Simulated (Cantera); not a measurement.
Cantera with NASA thermochemical tables; ideal gases at 1 bar, condensed phases pure. Values are per mole of reaction as written; species without (g) are pure solids or liquids, kept so even where they would boil at 1 bar. VN: taken at fixed stoichiometry.

Problem. Between 1398 and 1998 K, where is each reaction favourable under standard conditions?
- 6 VN + O3(g) → 3 N2O(g) + 6 V

Solution. 
- 6 VN + O3(g) → 3 N2O(g) + 6 V: ΔG° is 911 kJ at 1398 K and 715 kJ at 1998 K; it stays positive (K < 1). ΔH° is 1360 kJ and ΔS° 323 J/K at 1998 K.
